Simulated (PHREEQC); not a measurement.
4.8 g of hydrous ferric oxide (600 m²/g; 0.2 weak and 0.005 strong sites per Fe, Dzombak-Morel constants, diffuse double layer) in 1 kg of water with 0.1 mol/kgw of an inert sodium salt and 2.9e-05 mol Na2SeO3, at 25 °C; the pH is set by adding NaOH or the inert anion's acid. The system is closed to oxygen. No CO2 enters from the air. Nothing may precipitate in this run.

The series has 17 steps of pH, from 4 to 10.

Model: ion-association model, wateq4f.dat, run in PHREEQC.

Question: Near which pH is half of the Se sorbed, and on which side is more sorbed?

Answer: Near pH 9.8, with more sorbed at lower pH.

Complexes and solids missing from the database can't appear. The database's selenite sorption wasn't checked against measurements; a fall in acid may be a fault of its surface constants.
